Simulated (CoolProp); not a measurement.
A single-stage vapour-compression cycle with tetrahydrofuran: evaporating at 325.15 K (dew point), condensing at 390.15 K (bubble point), superheat 0 K, subcooling 2 K, compressor efficiency 0.6, no pressure losses. Each further row changes one setting.

Values from CoolProp's reference Helmholtz-energy equation of state, Fiedler 2023.

| case | cooling COP | pressure ratio | discharge temperature (K) | refrigerating effect (kJ/kg) | volumetric capacity (kJ/m³) |
|---|---|---|---|---|---|
| as stated | 2.45 | 6.58 | 420.3 | 303 | 520 |
| evaporating temperature 330.15 K | 2.75 | 5.52 | 416.9 | 308 | 623 |
| condensing temperature 385.15 K | 2.72 | 5.84 | 414.5 | 313 | 538 |
| subcooling 7 K | 2.54 | 6.58 | 420.3 | 313 | 538 |
| superheat 10 K | 2.47 | 6.58 | 430.1 | 315 | 523 |
| compressor efficiency 0.5 | 2.05 | 6.58 | 435.4 | 303 | 520 |
